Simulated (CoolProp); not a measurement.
Vapour-liquid equilibrium of nitrogen (1) + carbon monoxide (2) at 8.92 bar; x and y are mole fractions of (1).

Computed with CoolProp (multi-fluid Helmholtz-energy mixture model, Span 2000 and Lemmon 2006; pair parameters Gernert 2013).

### Question
Give the bubble temperature and the first vapour's composition at x = 0.35, 0.5, 0.65. Is there an azeotrope?

### Answer
x = 0.35: -168.2 °C, y = 0.417; x = 0.5: -169.0 °C, y = 0.567; x = 0.65: -169.8 °C, y = 0.705. No azeotrope shows between x = 0.05 and 0.95.

Pair parameters are fitted to limited data, so mixtures are less certain than the pure fluids.
